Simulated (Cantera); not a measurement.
Charge: 1 mol BCl3, 3.3 mol H2O, 1.4 mol N2, 0.16 mol NH3, equilibrated at 1.33 mbar.

Method: chemical equilibrium by Gibbs-energy minimisation in Cantera with the NASA 1993 tables (ideal gas, pure condensed phases). Candidate condensed phases: B, BN, B2O3, B3O3H3, H2O, NH4Cl; 49 gas species. The tables' values for BOCl are old estimates; treat these amounts as uncertain. Kinetics and transport are ignored.

### Question
At 1798 K, list the 5 most abundant gas species with their mole fractions, and the condensed phases.

### Answer
HCl 0.408, N2 0.209, H2O 0.190, HBO2 0.127, H2 0.0409. Condensed: gas only.
